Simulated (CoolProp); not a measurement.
Octamethylcyclotetrasiloxane (D4) along the isotherm 201.35 °C: Z from the reference equation and from simpler models built on Tc = 313.4 °C, pc = 13.47 bar, ω = 0.598; each cubic takes its own stable root.

Values from CoolProp's reference Helmholtz-energy equation of state, Thol 2015.

```tsv
p (bar)	phase	reference	van der Waals	Redlich-Kwong	Soave-Redlich-Kwong	Peng-Robinson
0.426	gas	0.9750	0.9843	0.9801	0.9762	0.9748
0.625	gas	0.9628	0.9768	0.9706	0.9648	0.9628
0.918	gas	0.9445	0.9655	0.9563	0.9476	0.9446
1.35	gas	0.9160	0.9485	0.9347	0.9211	0.9167
1.98	liquid	0.02045	0.9226	0.9014	0.02275	0.02007
2.9	liquid	0.02992	0.8819	0.8486	0.03326	[?]
4.26	liquid	0.04390	0.8133	0.05427	0.04872	0.04301
6.25	liquid	0.06427	0.1118	0.07894	0.07120	0.06288
9.18	liquid	0.09414	[?]	0.1146	0.1040	0.09190
13.5	liquid	0.1379	0.2314	0.1660	0.1517	0.1342
19.8	liquid	0.2011	0.3304	0.2389	0.2203	0.1951
29	liquid	0.2924	0.4699	0.3417	0.3183	0.2822
42.6	liquid	[?]	0.6683	0.4881	0.4595	0.4082
62.5	liquid	0.6159	0.9478	[?]	0.6601	0.5875
91.8	liquid	0.8902	1.344	0.9839	0.9458	0.8437
135	liquid	1.284	1.909	1.394	1.353	1.209
```

### Question
What belongs in the gaps?

### Answer

- 2.9, Peng-Robinson: 0.02935
- 9.18, van der Waals: 0.1610
- 42.6, reference: 0.4252
- 62.5, Redlich-Kwong: 0.6937

At some of these states van der Waals, Redlich-Kwong gives the other phase, because its saturation line lies elsewhere.
